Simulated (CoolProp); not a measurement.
Computed with CoolProp (reference Helmholtz-energy equation of state, Lemmon 2006). It is a short technical equation, of lower accuracy than the large ones.

Problem. Give the vapour pressure (MPa), liquid density (kg/m³), vapour density (kg/m³) of saturated CH3F (R41) at 218.7, 232.5, 237.2 K.

Solution. 
| T (K) | p (MPa) | liquid density (kg/m³) | vapour density (kg/m³) |
|---|---|---|---|
| 218.7 | 0.323 | 829 | 6.62 |
| 232.5 | 0.561 | 796 | 11.3 |
| 237.2 | 0.666 | 784 | 13.3 |
